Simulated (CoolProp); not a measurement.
A single-stage vapour-compression cycle with the fluid: evaporating at 297.15 K (dew point), condensing at 361.15 K (bubble point), superheat 2 K, subcooling 0 K, compressor efficiency 0.65, no pressure losses. The same conditions are run with several fluids, on thermodynamics alone (safety and materials aside).

Computed with CoolProp (reference Helmholtz-energy equation of state of each fluid (cyclopropane: Polt 1992; R124: de Vries 1995; n-perfluoropentane: Gao 2022; vinyl chloride: Thol 2022; R141b: Lemmon 2006)). The equations of Platzer and Polt are older, rougher fits.

| fluid | cooling COP | pressure ratio | discharge temperature (K) | refrigerating effect (kJ/kg) | volumetric capacity (kJ/m³) |
|---|---|---|---|---|---|
| cyclopropane | 2.04 | 4.17 | 394.6 | 242 | 3300 |
| R124 | 1.76 | 5.03 | 371.2 | 69.5 | 1580 |
| n-perfluoropentane | 1.08 | 7.00 | 361.1 | 22.5 | 227 |
| vinyl chloride | 2.29 | 4.77 | 413.5 | 221 | 2290 |
| R141b | 2.34 | 6.78 | 385.2 | 151 | 554 |

The compression ends wet for: n-perfluoropentane.
